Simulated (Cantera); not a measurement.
Feed: 1 mol CH3SiH3, 1.3 mol C2H2, 140 mol H2, held at 900 K and 0.0100 bar.

Equilibrium computed with Cantera from the NASA thermochemical tables; the gas is ideal and each condensed phase is pure. Candidate condensed phases: C, C6H6, C7H8, C8H18, Si, SiC; 87 gas species. The feed counts by its element totals alone. Equilibrium is a limit: real reactors are often held back by kinetics, nucleation or transport.

Base state: H2 0.997, CH4 0.00310 (mole fractions); condensed: C(graphite) + SiC(s).

### Question
What changes in the equilibrium state with this change: pressure from 0.0100 bar to 0.0133 bar?

### Answer
```csv
species,before,after
H2,0.997,0.996
CH4,0.00310,0.00413
"C(graphite), mol",2.15,2.01
"SiC(s), mol",1.00,1.00
```

### Question
What changes in the equilibrium state with this change: temperature from 900 K to 2300 K?

### Answer
```tsv
species	before	after
H2	0.997	0.898
H	1.17e-9	0.0917
Si	<1e-9	0.00528
C2H2 (acetylene)	<1e-9	0.00388
SiC2	<1e-9	0.000729
SiH	<1e-9	0.000184
Si2C	<1e-9	0.000169
SiH2	<1e-9	2.37e-5
C(graphite), mol	2.15	2.16
SiC(s), mol	1.00	0
```
Gases not in the tables: Si2H6 and higher silanes.

### Question
What changes in the equilibrium state with this change: C2H2 from 1.3 to 0.036 mol?

### Answer
```csv
species,before,after
H2,0.997,0.999
CH4,0.00310,0.000504
"C(graphite), mol",2.15,0
"SiC(s), mol",1.00,1.00
```
